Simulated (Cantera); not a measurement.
Standard-state values (1 bar) from the NASA 1993 polynomials, evaluated with Cantera. Values are per mole of reaction as written; species without (g) are pure solids or liquids, kept so even where they would boil at 1 bar.

4 O(g) + B2O2(g) + 6 HCl(g) → 3 H2O2(g) + 2 BCl3(g), with ΔH° = -1201.8 kJ and ΔS° = -724.7 J/K at 300 K.

Problem. How far is the shortcut ΔG° ≈ ΔH°(300 K) − T·ΔS°(300 K) from the full temperature-dependent value at 2548, 2648, 2748, 2848, 2948 K?

Solution. 
```tsv
T (K)	shortcut (kJ)	full (kJ)	difference (kJ)	difference in log10 K
2548	644.9	720.3	-75.4	1.55
2648	717.4	796.2	-78.8	1.55
2748	789.8	872.1	-82.2	1.56
2848	862.3	947.9	-85.6	1.57
2948	934.8	1023.7	-88.9	1.58
```
The shortcut ignores the heat-capacity change of the reaction.
